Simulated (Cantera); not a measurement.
A freely propagating, adiabatic, planar premixed flame of H2 : O2 : N2 = 1 : 0.333 : 1.25 (molar parts), equivalence ratio 1.5, unburnt at 400 K and 8.98 atm; mixture-averaged transport, grid criteria slope 0.08 and curve 0.16, no radiation.

Cantera simulation using the H2/O2 subset of GRI-Mech 3.0, which has no nitrogen chemistry; the numbers are that mechanism's predictions, not measurements. The hydrogen kinetics of GRI-Mech 3.0 are dated; newer H2 mechanisms differ, most at raised pressure. Burning velocities carry a grid error of a few per cent, more on coarse grids.

Question: Predict: laminar burning velocity; thermal thickness; peak x(O); peak x(HO2); peak x(H).

Answer: 
```
Quantity                     Result
------------------------  ---------
laminar burning velocity   421 cm/s
thermal thickness         0.0231 mm
peak x(O)                   0.00270
peak x(HO2)                 0.00157
peak x(H)                    0.0348
```
